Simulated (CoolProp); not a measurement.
Vapour-liquid equilibrium of dimethyl ether (1) + n-perfluorobutane (2) at 313.7 K; x and y are mole fractions of (1).

The numbers come from the multi-fluid Helmholtz-energy mixture model, Wu 2011 and Gao 2022; pair parameters Bell 2016 in CoolProp.

```json
[
 {"x": "0.05", "bubble pressure (kPa)": "531.2", "y at the bubble point": "___", "dew pressure at overall composition x (kPa)": "449.3", "liquid density (mol/L)": "6.168"},
 {"x": "0.15", "bubble pressure (kPa)": "___", "y at the bubble point": "0.440", "dew pressure at overall composition x (kPa)": "499.1", "liquid density (mol/L)": "6.492"},
 {"x": "0.25", "bubble pressure (kPa)": "869.8", "y at the bubble point": "0.560", "dew pressure at overall composition x (kPa)": "560.1", "liquid density (mol/L)": "___"},
 {"x": "0.35", "bubble pressure (kPa)": "___", "y at the bubble point": "0.627", "dew pressure at overall composition x (kPa)": "636.1", "liquid density (mol/L)": "7.271"},
 {"x": "0.45", "bubble pressure (kPa)": "___", "y at the bubble point": "0.667", "dew pressure at overall composition x (kPa)": "___", "liquid density (mol/L)": "7.768"},
 {"x": "0.55", "bubble pressure (kPa)": "1054", "y at the bubble point": "0.693", "dew pressure at overall composition x (kPa)": "855.8", "liquid density (mol/L)": "8.381"},
 {"x": "0.65", "bubble pressure (kPa)": "1068", "y at the bubble point": "0.714", "dew pressure at overall composition x (kPa)": "1002", "liquid density (mol/L)": "9.151"},
 {"x": "0.75", "bubble pressure (kPa)": "1072", "y at the bubble point": "0.739", "dew pressure at overall composition x (kPa)": "1071", "liquid density (mol/L)": "10.12"},
 {"x": "0.85", "bubble pressure (kPa)": "1058", "y at the bubble point": "0.783", "dew pressure at overall composition x (kPa)": "___", "liquid density (mol/L)": "11.35"},
 {"x": "0.95", "bubble pressure (kPa)": "986.8", "y at the bubble point": "0.888", "dew pressure at overall composition x (kPa)": "939.7", "liquid density (mol/L)": "12.89"}
]
```

Question: Fill in the missing entries.

Answer: 
- 0.05, y at the bubble point: 0.205
- 0.15, bubble pressure (kPa): 722.1
- 0.25, liquid density (mol/L): 6.854
- 0.35, bubble pressure (kPa): 967.4
- 0.45, bubble pressure (kPa): 1024
- 0.45, dew pressure at overall composition x (kPa): 732.5
- 0.85, dew pressure at overall composition x (kPa): 1015

y crosses x between x = 0.65 and 0.75: the model has an azeotrope there.

The pair parameters rest on a limited set of measurements; away from them the model extrapolates. With so large a gap from Raoult's law the liquid may split in two, which this calculation doesn't test in full.
